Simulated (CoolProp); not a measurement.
Computed with CoolProp (reference Helmholtz-energy equation of state, de Vries 1995).

Problem. For R124, give the phase and the Z, isothermal compressibility (1/MPa), viscosity (µPa s), fugacity coefficient at 196.85 °C and 80.5 bar; 196.85 °C and 201 bar.

Solution. 
- 196.85 °C and 80.5 bar: supercritical; Z 0.573, isothermal compressibility 0.170, viscosity 36.9, fugacity coefficient 0.642
- 196.85 °C and 201 bar: supercritical; Z 0.753, isothermal compressibility 0.0169, viscosity 91.3, fugacity coefficient 0.450

Viscosity comes from a separate model (Bell 2016), an estimate that may be off by 10 % or more.
